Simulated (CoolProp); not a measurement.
The numbers come from the reference Helmholtz-energy equation of state, Gao 2022 in CoolProp.

Question: For n-perfluorohexane, give the phase and the density (kg/m³), cp (kJ/(kg K)), speed of sound (m/s), Joule-Thomson coefficient (K/MPa) at 232.2 K and 0.729 MPa; 293.8 K and 0.729 MPa; 318.4 K and 0.729 MPa.

Answer: 
- 232.2 K and 0.729 MPa: liquid; density 1860, cp 0.943, speed of sound 692, Joule-Thomson coefficient -0.374
- 293.8 K and 0.729 MPa: liquid; density 1690, cp 1.04, speed of sound 532, Joule-Thomson coefficient -0.287
- 318.4 K and 0.729 MPa: liquid; density 1620, cp 1.08, speed of sound 465, Joule-Thomson coefficient -0.231
